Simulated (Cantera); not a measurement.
Feed: 1 mol CCl₄, 0.23 mol CH₄, 0.25 mol HCl, at 2448.15 K and 13.3 mbar.

Method: chemical equilibrium by Gibbs-energy minimisation in Cantera with the NASA 1993 tables (ideal gas, pure condensed phases). The numbers say what is thermodynamically allowed, not how fast it happens.

| species | before | after |
|---|---|---|
| Cl | 0.728 | 0.749 |
| HCl | 0.261 | 0.189 |
| H | 0.00758 | 0.0511 |
| C₂ | 1.49e-6 | 8.82e-5 |
| C₃ | 1.63e-5 | 0.000917 |
| C | 6.03e-6 | 0.000213 |
| C₂H | 4.21e-6 | 0.000146 |
| C₂H₂ (acetylene) | 1.67e-5 | 0.000230 |
| CCl | 1.89e-6 | 1.20e-5 |
| C(graphite), mol | 1.23 | 1.21 |
Gas species are given as mole fractions.

Task: Name the change that produced these shifts.
A. temperature from 2448.15 K to 2725 K
B. temperature from 2448.15 K to 3025 K
C. HCl from 0.25 to 0.054 mol
D. temperature from 2448.15 K to 698 K

Result: A, temperature from 2448.15 K to 2725 K. The tables' values for CCl are old estimates; treat these amounts as uncertain
